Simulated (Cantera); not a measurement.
An adiabatic, constant-pressure homogeneous reactor starts with CH4 : H2 : O2 : N2 : H2O = 1 : 0.034 : 0.96 : 3.61 : 1.5 (molar parts), equivalence ratio 2.1, at 1423 K and 100000 Pa. Integrator tolerance rtol = 1e-08.

Computed with Cantera and GRI-Mech 3.0 (53 species, 325 reactions).

```
quantity                                                              before                                      after
---------------------------------  -----------------------------------------  -----------------------------------------
time of steepest temperature rise                                    5.64 ms                                    1.37 ms
temperature at 2.00 s                                                 2210 K                                     2315 K
equilibrium temperature                                               2210 K                                     2315 K
x(CH4) at 2.00 s                   1.90e-11 (gas-phase equilibrium 2.19e-11)  1.09e-11 (gas-phase equilibrium 1.25e-11)
x(H2) at 2.00 s                          0.164 (gas-phase equilibrium 0.164)        0.163 (gas-phase equilibrium 0.163)
x(O2) at 2.00 s                      3.93e-6 (gas-phase equilibrium 3.93e-6)    1.40e-5 (gas-phase equilibrium 1.40e-5)
x(CH3) at 2.00 s                   5.34e-12 (gas-phase equilibrium 6.14e-12)  5.31e-12 (gas-phase equilibrium 6.07e-12)
x(HCO) at 2.00 s                     5.25e-8 (gas-phase equilibrium 5.25e-8)    7.68e-8 (gas-phase equilibrium 7.68e-8)
x(CH2) at 2.00 s                       <1e-12 (gas-phase equilibrium <1e-12)      <1e-12 (gas-phase equilibrium <1e-12)
x(NO) at 2.00 s                      4.20e-5 (gas-phase equilibrium 4.20e-5)    9.94e-5 (gas-phase equilibrium 9.94e-5)
```

Q: Which change was made?
(A) pressure from 100000 Pa to 500000 Pa
(B) constant volume in place of constant pressure
(C) initial temperature 1423 to 1550 K
(D) initial temperature 1423 to 1800 K

A: C, initial temperature 1423 to 1550 K
